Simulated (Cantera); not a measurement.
## CuO + H2 + N2 (hydrogen reduction and annealing atmospheres)

Charge: 1 mol CuO, 1 mol H2, 0.59 mol N2, equilibrated at 400000 Pa.

Cantera equilibrium calculation (NASA polynomials, part measured and part estimated; ideal gas, pure solids and liquids). Candidate condensed phases: Cu, CuO, Cu(OH)2, Cu2O, H2O; 27 gas species. Each liquid is taken as pure. Mutual solubility and eutectic melting of coexisting phases are not modelled. The numbers say what is thermodynamically allowed, not how fast it happens.

```csv
T (°C),log p H2O,log p N2,log p H2,log p O2,log p OH,n Cu(s),n Cu2O(s),n Cu(l),n Cu2O(l)
1000,0.40,0.17,-3.75,-6.24,-5.81,1.000,6.92e-5,0,0
1025,0.40,0.17,-3.69,-5.98,-5.61,1.000,8.00e-5,0,0
1050,0.40,0.17,-3.62,-5.73,-5.43,1.000,9.18e-5,0,0
1075,0.40,0.17,-3.56,-5.49,-5.25,1.000,0.000104,0,0
1100,0.40,0.17,-3.51,-5.23,-5.07,0,0.000114,1.000,0
1125,0.40,0.17,-3.47,-4.97,-4.89,0,0.000120,1.000,0
1150,0.40,0.17,-3.43,-4.72,-4.72,0,0.000123,1.000,0
1175,0.40,0.17,-3.40,-4.48,-4.56,0,0.000121,1.000,0
1200,0.40,0.17,-3.36,-4.24,-4.40,0,0.000111,1.000,0
1225,0.40,0.17,-3.32,-4.02,-4.25,0,8.68e-5,1.000,0
1250,0.40,0.17,-3.28,-3.82,-4.11,0,0,1.000,5.21e-5
```
log p: log10 of the partial pressure in bar; n: condensed amount in mol.

From 1000 °C to 1075 °C the condensed part is Cu(s) + Cu2O(s). From 1100 °C to 1225 °C the condensed part is Cu(l) + Cu2O(s). At 1250 °C the condensed part is Cu(l) + Cu2O(l). The main Cu-bearing gas is Cu throughout.
